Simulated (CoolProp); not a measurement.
Values from CoolProp's reference Helmholtz-energy equation of state, Wagner 2002.

Q: For water, give the phase and the Z, speed of sound (m/s), isothermal compressibility (1/MPa), Prandtl number at 713.2 K and 158 bar; 845 K and 158 bar.

A: 
- 713.2 K and 158 bar: gas; Z 0.807, speed of sound 585, isothermal compressibility 0.0810, Prandtl number 1.16
- 845 K and 158 bar: gas; Z 0.912, speed of sound 675, isothermal compressibility 0.0697, Prandtl number 0.973

Viscosity comes from a separate model (Huber 2009). Thermal conductivity comes from a separate model (Huber 2012).
